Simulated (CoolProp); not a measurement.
Vapour-liquid equilibrium of propane (1) + cyclohexane (2) at 295.2 K; x and y are mole fractions of (1).

Model: multi-fluid Helmholtz-energy mixture model, Lemmon 2009 and Zhou 2014; pair parameters Bell 2016, in CoolProp.

```json
[
 {"x": "0.05", "bubble pressure (MPa)": "0.06394", "y at the bubble point": "0.826", "dew pressure at overall composition x (MPa)": "0.01198", "liquid density (mol/L)": "9.347"},
 {"x": "0.2", "bubble pressure (MPa)": "0.2146", "y at the bubble point": "0.953", "dew pressure at overall composition x (MPa)": "0.01421", "liquid density (mol/L)": "9.708"},
 {"x": "0.35", "bubble pressure (MPa)": "0.3515", "y at the bubble point": "0.974", "dew pressure at overall composition x (MPa)": "0.01747", "liquid density (mol/L)": "10.07"},
 {"x": "0.5", "bubble pressure (MPa)": "0.4748", "y at the bubble point": "0.983", "dew pressure at overall composition x (MPa)": "0.02266", "liquid density (mol/L)": "10.44"},
 {"x": "0.65", "bubble pressure (MPa)": "0.5892", "y at the bubble point": "0.989", "dew pressure at overall composition x (MPa)": "0.03223", "liquid density (mol/L)": "10.78"},
 {"x": "0.8", "bubble pressure (MPa)": "0.7034", "y at the bubble point": "0.994", "dew pressure at overall composition x (MPa)": "0.05576", "liquid density (mol/L)": "11.07"},
 {"x": "0.95", "bubble pressure (MPa)": "0.8322", "y at the bubble point": "0.998", "dew pressure at overall composition x (MPa)": "0.2047", "liquid density (mol/L)": "11.25"}
]
```

No azeotrope shows between x = 0.05 and 0.95.

The pair parameters rest on a limited set of measurements; away from them the model extrapolates. The gap from Raoult's law changes sign with composition, which may be real or a fault of the pair parameters; it wasn't checked against measurements.
